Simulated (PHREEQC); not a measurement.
Make-up at 25 °C: 0.14 mol/kgw Cu(NO3)2 and 8.8e-05 mol/kgw H3BO3. Closed to the air; pH follows from the charge balance.

The numbers come from PHREEQC with the ion-association model, wateq4f.dat.

Each row changes one thing in this solution. No solid was allowed to form.

```
case                                               pH  Cu2(OH)2+2 (mol/kgw)  CuOH+ (mol/kgw)  Cu(OH)2 (mol/kgw)  SI of Cu2(OH)3NO3 (Cu2(OH)3NO3)  SI of Tenorite (CuO)
-----------------------------------------------  ----  --------------------  ---------------  -----------------  -------------------------------  --------------------
as made                                          4.15               4.15e-5          7.84e-6            1.39e-7                            -0.41                 -0.75
diluted 2-fold with water                        4.30               2.84e-5          6.24e-6            1.76e-7                            -0.66                 -0.67
diluted 100-fold with water                       ___               1.75e-6          1.86e-6                ___                            -2.13                 -0.17
H3BO3 from 8.8e-05 to 0.00088 mol/kgw            4.15               4.15e-5          7.84e-6            1.39e-7                            -0.41                 -0.75
H3BO3 replaced by Cu(BF4)2 at the same molality  3.48               1.90e-6          1.68e-6            6.40e-9                            -2.42                 -2.09
H3BO3 left out                                   4.15               4.15e-5          7.84e-6            1.39e-7                            -0.41                 -0.75
H3BO3 from 8.8e-05 to 7.92e-05 mol/kgw           4.15               4.15e-5          7.84e-6            1.39e-7                            -0.41                 -0.75
temperature from 25 to 15 °C                      ___                   ___          1.08e-5            2.62e-7                            -0.44                 -0.86
Cu(NO3)2 from 0.14 to 0.07 mol/kgw               4.30               2.84e-5          6.24e-6            1.76e-7                            -0.66                 -0.67
```

Task: Complete the blanks.

Result: 
- diluted 100-fold with water, pH: 5.21
- diluted 100-fold with water, Cu(OH)2 (mol/kgw): 5.91e-7
- temperature from 25 to 15 °C, pH: 4.29
- temperature from 25 to 15 °C, Cu2(OH)2+2 (mol/kgw): 2.78e-5

Complexes and solids missing from the database can't appear. Real BF4- forms and hydrolyses slowly; the run takes it at equilibrium.
